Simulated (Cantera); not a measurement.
A Cantera script and what it prints.

```python
import numpy as np
import cantera as ct

gas_names = """
    H HO2 H2 H2O H2O2 O OH O2 O3 Pb PbO Pb2
""".split()
cond_names = """
    H2O(s) H2O(L) Pb(cr) Pb(L) PbO(rd) PbO(yw) PbO(L) PbO2(s) Pb3O4(s)
""".split()


# ... load() reads the species with a 1 bar reference pressure and builds the phases ...
atoms = {
    'PbO': {'Pb': 1, 'O': 1},
    'H2': {'H': 2},
}
top_T = {'Pb3O4(s)': 820}  # K; cautious upper limits of use, not melting points


# ... equilibrate(T, P, feed) seeds the gas with the atoms and calls Mixture.equilibrate('TP', solver="vcs", rtol=1e-11, max_steps=5000) ...
results = []
T = 1975  # K
P = 51  # Pa
for m in [1.5, 1.9, 2.4, 3.1, 4, 5.1, 6.5, 8.2, 11, 13, 17]:
    feed = {'PbO': 1, 'H2': m}  # mol
    mix = equilibrate(T, P, feed)
    results.append((T, P, feed, dict(zip(mix.species_names, mix.species_moles))))

top = {s: max(r[3][s] / sum(r[3][g] for g in gas_names) for r in results) for s in gas_names}
cols = sorted((s for s in top if top[s] > 0.001), key=lambda s: -top[s])[:5]
seen = [c for c in cond_names if any(r[3].get(c, 0) > 1e-12 for r in results)]
print("log10 of partial pressures in bar; condensed amounts in mol")
print(f"{'n(H2)':>10s}" + "".join(f"{s[:9]:>10s}" for s in cols + seen))
for T, P, feed, n in results:
    ng = sum(n[g] for g in gas_names)
    print(f"{feed['H2']:10.4g}" + "".join(f"{np.log10(max(n[s] / ng * P / 1e5, 1e-99)):10.3f}" for s in cols)
          + "".join(f"{n.get(c, 0):10.4g}" for c in seen))
```

It prints:

```
log10 of partial pressures in bar; condensed amounts in mol
     n(H2)        H2        Pb       H2O         H        OH
       1.5    -4.012    -3.701    -3.709    -4.870    -5.587
       1.9    -3.827    -3.765    -3.770    -4.777    -5.742
       2.4    -3.705    -3.834    -3.839    -4.716    -5.871
       3.1    -3.610    -3.916    -3.920    -4.669    -6.000
         4    -3.541    -4.002    -4.006    -4.634    -6.120
       5.1    -3.492    -4.089    -4.092    -4.610    -6.231
       6.5    -3.454    -4.179    -4.182    -4.591    -6.340
       8.2    -3.425    -4.268    -4.271    -4.576    -6.443
        11    -3.398    -4.384    -4.387    -4.563    -6.572
        13    -3.386    -4.451    -4.454    -4.557    -6.646
        17    -3.370    -4.560    -4.563    -4.549    -6.763
```

Cantera equilibrium calculation (NASA polynomials, part measured and part estimated; ideal gas, pure solids and liquids).
